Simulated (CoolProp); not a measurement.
The fluid at 298.15 K and 5.64 MPa expands adiabatically to 1.76 MPa with isentropic efficiency 0.85. The same conditions are run with several fluids, on thermodynamics alone (safety and materials aside).

Model: reference Helmholtz-energy equation of state of each fluid (oxygen: Schmidt 1985; normal hydrogen: Leachman 2009; C2F6 (R116): Lemmon 2006; carbon monoxide: Lemmon 2006; ethylene: Smukala 2000), in CoolProp.

| fluid | work (kJ/kg) | final temperature (K) | final phase | final density (kg/m³) |
|---|---|---|---|---|
| oxygen | 62.4 | 223.0 | gas | 31.5 |
| normal hydrogen | 1050 | 225.0 | supercritical | 1.87 |
| C2F6 (R116) | 4.12 | 271.4 | two-phase, vapour fraction 0.413 | 334 |
| carbon monoxide | 72.2 | 223.0 | gas | 27.4 |
| ethylene | 45.6 | 239.7 | two-phase, vapour fraction 0.863 | 37.6 |
